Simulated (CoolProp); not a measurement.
Vapour-liquid equilibrium of R134a (1) + R245fa (2) at 4.8 bar; x and y are mole fractions of (1).

Values from CoolProp's multi-fluid Helmholtz-energy mixture model, Tillner-Roth 1994 and Akasaka 2015; pair parameters Akasaka 2014.

```tsv
x	bubble temperature, mixture model (K)	bubble temperature, Raoult's law (K)	y, mixture model	y, Raoult's law
0.05	330.5	330.1	0.138	0.163
0.2	320.1	319.1	0.447	0.495
0.35	311.7	310.5	0.646	0.689
0.5	304.6	303.6	0.779	0.812
0.65	298.6	297.8	0.872	0.893
0.8	293.5	293.0	0.938	0.949
0.95	289.0	288.9	0.987	0.989
```

The largest gap from Raoult's law is +1.2 K in bubble temperature, at x = 0.35. No azeotrope shows between x = 0.05 and 0.95.

Pair parameters are fitted to limited data, so mixtures are less certain than the pure fluids.
